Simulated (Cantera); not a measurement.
Cantera run, input and output.

```python
import numpy as np
import cantera as ct

gas = ct.Solution("gri30.yaml")
gas.TPX = 2000, 13332, {'NO': 1, 'N2': 0.18}
reactor = ct.IdealGasConstPressureReactor(gas, energy="off", clone=False)
net = ct.ReactorNet([reactor])
net.rtol, net.atol = 1e-08, 1e-18
show = ['NO', 'N2O', 'NO2', 'O2', 'N2', 'O']
times = np.geomspace(3e-05, 200, 9)

steps = ct.SolutionArray(gas, extra=["t"])
rows = []
print(f"{'t/s':>10s}{'T/K':>9s}{'P/Pa':>11s}" + "".join(f"{s:>11s}" for s in show))
for t in times:
    while net.time < t:
        t_next = net.step()
        steps.append(gas.state, t=t_next)
    rows.append([np.interp(t, steps.t, y) for y in (steps.T, steps.P, *steps(*show).X.T)])
    print(f"{t:10.3e}{rows[-1][0]:9.1f}{rows[-1][1]:11.4g}" + "".join(f"{x:11.3e}" for x in rows[-1][2:]))
rate = np.gradient(steps.T, steps.t)
print("integrator steps:", len(steps.t))
if steps.T.max() > steps.T[0] + 200:
    print(f"time of steepest temperature rise: {steps.t[rate.argmax()]:.4e} s")
gas.TPX = 2000, 13332, {'NO': 1, 'N2': 0.18}
gas.equilibrate("TP")
print(f"equilibrium (TP): T = {gas.T:.1f} K  " + "  ".join(f"{s} {gas[s].X[0]:.3e}" for s in show))
```

It prints:

```
       t/s      T/K       P/Pa         NO        N2O        NO2         O2         N2          O
 3.000e-05   2000.0  1.333e+04  8.475e-01  3.320e-06  6.240e-08  8.521e-09  1.525e-01  3.291e-06
 2.139e-04   2000.0  1.333e+04  8.474e-01  2.296e-05  2.658e-06  4.240e-07  1.525e-01  2.192e-05
 1.524e-03   2000.0  1.333e+04  8.471e-01  1.321e-04  5.247e-05  2.960e-05  1.526e-01  1.297e-04
 1.087e-02   2000.0  1.333e+04  8.443e-01  2.969e-04  1.194e-04  1.220e-03  1.538e-01  2.668e-04
 7.746e-02   2000.0  1.333e+04  8.240e-01  2.810e-04  1.558e-04  1.130e-02  1.640e-01  3.280e-04
 5.522e-01   2000.0  1.333e+04  6.803e-01  1.741e-04  2.707e-04  8.290e-02  2.358e-01  5.901e-04
 3.936e+00   2000.0  1.333e+04  1.621e-01  8.541e-06  1.298e-04  3.418e-01  4.949e-01  1.086e-03
 2.806e+01   2000.0  1.333e+04  1.041e-02  1.684e-07  9.227e-06  4.177e-01  5.707e-01  1.191e-03
 2.000e+02   2000.0  1.333e+04  9.240e-03  1.615e-07  8.199e-06  4.183e-01  5.713e-01  1.192e-03
integrator steps: 1213
equilibrium (TP): T = 2000.0 K  NO 9.240e-03  N2O 1.615e-07  NO2 8.199e-06  O2 4.183e-01  N2 5.713e-01  O 1.192e-03
```

Model: GRI-Mech 3.0 (53 species, 325 reactions), integrated in Cantera.
